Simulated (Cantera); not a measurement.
A freely propagating, adiabatic, planar premixed flame of 38.6 % H₂, 12.9 % O₂, 48.3 % N₂, 0.232 % H₂O, unburnt at 475 K and 0.987 atm; mixture-averaged transport, grid criteria slope 0.08 and curve 0.16, no radiation.

Model: the H2/O2 subset of GRI-Mech 3.0, which has no nitrogen chemistry, integrated in Cantera. Burning velocities carry a grid error of a few per cent, more on coarse grids.

x: mole fraction of selected species; z is measured from the peak of heat release.

```tsv
z (mm)	T (K)	u (m/s)	x H₂	x O₂	x H₂O	x H₂O₂	x OH	x HO₂
-1.23	475	6.11	0.386	0.129	0.00232	<1e-8	<1e-8	<1e-8
-0.818	475	6.11	0.386	0.129	0.00232	<1e-8	<1e-8	<1e-8
-0.613	475	6.11	0.386	0.129	0.00232	<1e-8	<1e-8	<1e-8
-0.409	475	6.11	0.386	0.129	0.00232	<1e-8	<1e-8	(withheld)
-0.204	488	6.26	0.383	0.129	0.00268	4.14e-6	2.76e-5	(withheld)
-0.102	735	9.18	0.349	0.123	0.0220	3.44e-5	0.000930	(withheld)
0	1192	14.4	0.246	0.0864	0.105	4.17e-6	0.00265	(withheld)
0.102	1507	18.0	0.147	0.0280	0.214	2.08e-6	0.00663	(withheld)
0.204	1648	19.5	0.121	0.00937	0.250	1.34e-6	0.00854	(withheld)
0.409	1784	21.0	0.120	0.00457	0.261	7.73e-7	0.00983	(withheld)
0.818	1924	22.4	0.126	0.00313	0.268	4.08e-7	0.0102	(withheld)
1.64	2059	23.7	0.131	0.00193	0.275	2.15e-7	0.00945	(withheld)
3.27	2173	24.8	0.136	0.00101	0.282	1.17e-7	0.00780	(withheld)
```

Problem. Some entries are withheld; supply them.

Solution. 
- -0.409, x HO₂: 1.37e-7
- -0.204, x HO₂: 0.000187
- -0.102, x HO₂: 0.000234
- 0, x HO₂: 8.53e-5
- 0.102, x HO₂: 2.57e-5
- 0.204, x HO₂: 8.16e-6
- 0.409, x HO₂: 3.69e-6
- 0.818, x HO₂: 2.34e-6
- 1.64, x HO₂: 1.40e-6
- 3.27, x HO₂: 7.65e-7
